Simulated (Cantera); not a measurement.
A freely propagating, adiabatic, planar premixed flame of 12.8 % CH₄, 18.3 % O₂, 68.8 % N₂, unburnt at 350 K and 1.00 bar; unity-Lewis-number transport, grid criteria slope 0.08 and curve 0.16, no radiation.

Model: GRI-Mech 3.0 (53 species, 325 reactions), integrated in Cantera. Unity Lewis numbers drop preferential diffusion, which matters most where H2 and H carry the flame. Burning velocities carry a grid error of a few per cent, more on coarse grids.

x: mole fraction of selected species; z is measured from the peak of heat release.

```json
[
 {"z (mm)": "-3.23", "T (K)": "351", "u (m/s)": "0.145", "x CH₄": "0.128", "x O₂": "0.183", "x H₂": "3.54e-5", "x N₂O": "<1e-8", "x HO₂": "2.16e-8", "x CO₂": "2.29e-5"},
 {"z (mm)": "-2.15", "T (K)": "358", "u (m/s)": "0.148", "x CH₄": "0.128", "x O₂": "0.183", "x H₂": "0.000246", "x N₂O": "<1e-8", "x HO₂": "1.55e-7", "x CO₂": "0.000159"},
 {"z (mm)": "-1.62", "T (K)": "387", "u (m/s)": "0.160", "x CH₄": "0.126", "x O₂": "0.180", "x H₂": "0.00114", "x N₂O": "<1e-8", "x HO₂": "7.87e-7", "x CO₂": "0.000735"},
 {"z (mm)": "-1.08", "T (K)": "556", "u (m/s)": "0.232", "x CH₄": "0.113", "x O₂": "0.163", "x H₂": "0.00650", "x N₂O": "<1e-8", "x HO₂": "5.53e-6", "x CO₂": "0.00420"},
 {"z (mm)": "-0.539", "T (K)": "1089", "u (m/s)": "0.464", "x CH₄": "0.0686", "x O₂": "0.104", "x H₂": "0.0252", "x N₂O": "2.15e-8", "x HO₂": "2.02e-5", "x CO₂": "0.0163"},
 {"z (mm)": "-0.269", "T (K)": "1487", "u (m/s)": "0.646", "x CH₄": "0.0336", "x O₂": "0.0574", "x H₂": "0.0403", "x N₂O": "3.26e-8", "x HO₂": "3.21e-5", "x CO₂": "0.0261"},
 {"z (mm)": "0", "T (K)": "1839", "u (m/s)": "0.813", "x CH₄": "…", "x O₂": "…", "x H₂": "0.0530", "x N₂O": "3.16e-8", "x HO₂": "…", "x CO₂": "…"},
 {"z (mm)": "0.269", "T (K)": "1962", "u (m/s)": "0.872", "x CH₄": "0.000521", "x O₂": "0.00207", "x H₂": "0.0571", "x N₂O": "1.97e-8", "x HO₂": "8.46e-7", "x CO₂": "0.0421"},
 {"z (mm)": "0.539", "T (K)": "1986", "u (m/s)": "0.883", "x CH₄": "8.40e-5", "x O₂": "0.000313", "x H₂": "0.0595", "x N₂O": "1.36e-8", "x HO₂": "1.21e-7", "x CO₂": "0.0444"},
 {"z (mm)": "1.08", "T (K)": "1996", "u (m/s)": "0.887", "x CH₄": "1.14e-5", "x O₂": "3.43e-5", "x H₂": "0.0613", "x N₂O": "<1e-8", "x HO₂": "2.02e-8", "x CO₂": "0.0455"},
 {"z (mm)": "2.15", "T (K)": "2002", "u (m/s)": "0.890", "x CH₄": "1.73e-6", "x O₂": "1.16e-5", "x H₂": "0.0618", "x N₂O": "<1e-8", "x HO₂": "<1e-8", "x CO₂": "0.0456"},
 {"z (mm)": "4.31", "T (K)": "2007", "u (m/s)": "0.891", "x CH₄": "2.46e-7", "x O₂": "4.57e-6", "x H₂": "0.0620", "x N₂O": "<1e-8", "x HO₂": "<1e-8", "x CO₂": "0.0456"},
 {"z (mm)": "8.62", "T (K)": "2010", "u (m/s)": "0.892", "x CH₄": "…", "x O₂": "…", "x H₂": "0.0621", "x N₂O": "<1e-8", "x HO₂": "<1e-8", "x CO₂": "0.0455"}
]
```

### Question
Some entries are withheld; supply them.

### Answer

- 0, x CH₄: 0.00605
- 0, x O₂: 0.0154
- 0, x HO₂: 1.05e-5
- 0, x CO₂: 0.0361
- 8.62, x CH₄: 2.96e-8
- 8.62, x O₂: 1.78e-6
